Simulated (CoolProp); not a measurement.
Computed with CoolProp (reference Helmholtz-energy equation of state, Younglove 1994). It is a modified Benedict-Webb-Rubin equation, recast in Helmholtz form.

Q: For R123, give the phase and the speed of sound (m/s), conductivity (mW/(m K)) at -33.35 °C and 9.01 MPa; 11.15 °C and 0.0306 MPa.

A: 
- -33.35 °C and 9.01 MPa: liquid; speed of sound 963, conductivity 96.6
- 11.15 °C and 0.0306 MPa: gas; speed of sound 128, conductivity 8.39

Thermal conductivity comes from a separate model (Laesecke 1996).
